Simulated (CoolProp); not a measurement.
Vapour-liquid equilibrium of n-perfluorobutane (1) + R365MFC (2) at 45.05 °C; x and y are mole fractions of (1).

Computed with CoolProp (multi-fluid Helmholtz-energy mixture model, Gao 2022 and Lemmon 2016; pair parameters Bell 2016).

| x | bubble pressure, mixture model (kPa) | bubble pressure, Raoult's law (kPa) | y, mixture model | y, Raoult's law |
|---|---|---|---|---|
| 0.05 | 193.9 | 138.5 | 0.391 | 0.175 |
| 0.125 | 270.8 | 165.9 | 0.578 | 0.366 |
| 0.2 | 320.4 | 193.3 | 0.656 | 0.502 |
| 0.275 | 353.3 | 220.7 | 0.698 | 0.605 |
| 0.35 | 376.4 | 248.1 | 0.726 | 0.685 |
| 0.425 | 394.1 | 275.5 | 0.748 | 0.749 |
| 0.5 | 409.0 | 302.9 | 0.768 | 0.801 |
| 0.575 | 422.7 | 330.3 | 0.788 | 0.845 |
| 0.65 | 435.9 | 357.6 | 0.811 | 0.882 |
| 0.725 | 448.8 | 385.0 | 0.837 | 0.914 |
| 0.8 | 461.1 | 412.4 | 0.869 | 0.942 |
| 0.875 | 472.3 | 439.8 | 0.909 | 0.966 |
| 0.95 | 481.3 | 467.2 | 0.959 | 0.987 |

The largest gap from Raoult's law is +65.8 % in bubble pressure, at x = 0.2. No azeotrope shows between x = 0.05 and 0.95.

Pair parameters are fitted to limited data, so mixtures are less certain than the pure fluids. With so large a gap from Raoult's law the liquid may split in two, which this calculation doesn't test in full.
